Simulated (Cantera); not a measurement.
A jet of CH₄ : O₂ : N₂ = 0.036 : 0.18 : 0.79 (molar parts), equivalence ratio 0.40 at 300 K and 0.217 atm hits a platinum plate 8.8 cm away at a mass flux of 0.19 kg/m²/s; the plate temperature is set and raised in steps from an oxygen-covered start.

Model: Deutschmann's 1995 Pt surface mechanism with GRI-Mech 3.0 gas chemistry, integrated in Cantera. Catalytic surfaces can have several steady states; this one follows from the mechanism file's or the stated starting coverage.

x: mole fraction at the wall; θ: surface coverage.

```tsv
plate T (K)	wall x CH₄	wall x O₂	wall x H₂O	wall x OH	wall x CO	wall x CO₂	θ free Pt	θ O*	θ OH*
900	0.0247	0.155	0.0207	…	7.97e-6	0.0136	0.144	0.854	0.00157
950	0.0183	0.141	0.0326	…	8.14e-6	0.0215	0.203	0.795	0.00185
1000	0.0131	0.130	0.0422	…	7.82e-6	0.0279	0.267	0.731	0.00192
1050	0.00941	0.123	0.0488	…	7.44e-6	0.0324	0.332	0.666	0.00186
1100	0.00699	0.118	0.0531	…	7.19e-6	0.0352	0.396	0.602	0.00173
```

Task: Some entries are withheld; supply them.

Result: 
- 900, wall x OH: 2.36e-8
- 950, wall x OH: 7.35e-8
- 1000, wall x OH: 2.06e-7
- 1050, wall x OH: 5.07e-7
- 1100, wall x OH: 1.12e-6
